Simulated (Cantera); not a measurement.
Charge: 1 mol C2H6, 0.073 mol NH3, 0.49 mol H2, 1.3 mol O2, equilibrated at 1975 K and 12.0 Pa.

Cantera equilibrium calculation (NASA polynomials, part measured and part estimated; ideal gas, pure solids and liquids). Candidate condensed phases: C, C6H6, C7H8, C8H18, H2O; 136 gas species. The numbers say what is thermodynamically allowed, not how fast it happens.

What is the equilibrium state?


```
Quantity                                    Value
--------------------------------------  ---------
x(H2)                                       0.480
x(CO)                                       0.326
x(H2O)                                     0.0869
x(H)                                       0.0865
x(CO2)                                     0.0131
x(N2)                                     0.00619
x(OH)                                     0.00149
x(O)                                     0.000198
x(O2)                                     1.55e-5
gas amount                              5.897 mol
log10 activity of C(graphite) (absent)      -7.55
```
